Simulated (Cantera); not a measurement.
Charge: 1 mol Si₃N₄, 81 mol HCl, 4.9 mol N₂, equilibrated at 1398 K and 1.10 Pa.

Cantera equilibrium calculation (NASA polynomials, part measured and part estimated; ideal gas, pure solids and liquids). Candidate condensed phases: NH₄Cl, Si, Si₃N₄; 28 gas species. The tables' values for SiCl₃ are old estimates; treat these amounts as uncertain. Equilibrium is a limit: real reactors are often held back by kinetics, nucleation or transport.

Base state: HCl 0.844, N₂ 0.0784, H₂ 0.0383, SiCl₂ 0.0312, Cl 0.00507, SiCl₃ 0.00225, SiCl₄ 0.000693, H 0.000279 (mole fractions); condensed: gas only.

**Question.** What changes in the equilibrium state with this change: temperature from 1398 K to 750 K?

**Answer.** 
```csv
species,before,after
HCl,0.844,0.813
N₂,0.0784,0.0813
H₂,0.0383,0.0707
SiCl₄,0.000693,0.0353
SiCl₂,0.0312,<1e-9
Cl,0.00507,<1e-9
H,0.000279,<1e-9
SiCl₃,0.00225,3.72e-7
```
